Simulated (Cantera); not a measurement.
Cantera run:

```python
import numpy as np
import cantera as ct

gas_names = [...]  # 115 gases of nasa_gas.yaml made of C, Ca, H, O
cond_names = """
    C(gr) C6H6(L) C7H8(L) C8H18(L),n-octa Ca(a) Ca(b) Ca(L) CaCO3(caL) CaO(s) CaO(L) CaO2H2(s) H2O(s)
    H2O(L)
""".split()


# ... load() reads the species with a 1 bar reference pressure and builds the phases ...
atoms = {
    'CaCO3': {'Ca': 1, 'C': 1, 'O': 3},
    'H2O': {'H': 2, 'O': 1},
}
top_T = {'C(gr)': 4500}  # K; cautious upper limits of use, not melting points


# ... equilibrate(T, P, feed) seeds the gas with the atoms and calls Mixture.equilibrate('TP', solver="vcs", rtol=1e-11, max_steps=5000) ...
results = []
feed = {'CaCO3': 1, 'H2O': 1.7}  # mol
T = 1273  # K
P = 78  # Pa
mix = equilibrate(T, P, feed)
results.append((T, P, feed, dict(zip(mix.species_names, mix.species_moles))))
print(gas.report(threshold=0.0001))
for i in range(1, mix.n_phases):
    print(f"{mix.phase(i).name:16s} {mix.phase_moles(i):12.5e} mol")
```

It prints:

```
       temperature   1273 K
          pressure   78 Pa
           density   0.00020368 kg/m^3
  mean mol. weight   27.639 kg/kmol
   phase of matter   gas

                          1 kg             1 kmol
                     ---------------   ---------------
          enthalpy       -9.2673e+06       -2.5614e+08  J
   internal energy       -9.6503e+06       -2.6672e+08  J
           entropy             11678        3.2277e+05  J/K
    Gibbs function       -2.4133e+07       -6.6703e+08  J
 heat capacity c_p            1780.8             49219  J/K
 heat capacity c_v            1479.9             40904  J/K

                      mass frac. Y      mole frac. X     chem. pot. / RT
                     ---------------   ---------------   ---------------
                CO        0.00011329        0.00011179           -52.967
               CO2           0.58948           0.37021           -74.739
                H2        8.3758e-06        0.00011483           -34.366
               H2O           0.41026           0.62943           -56.139
                O2        0.00012624        0.00010904           -43.545
     [ +110 minor]        1.0689e-05        1.7605e-05

C(gr)             0.00000e+00 mol
Ca(L)             0.00000e+00 mol
CaO(s)            1.00000e+00 mol
```

These are equilibrium values from Cantera (NASA tables, ideal gas, pure condensed phases), not measurements of a reactor.
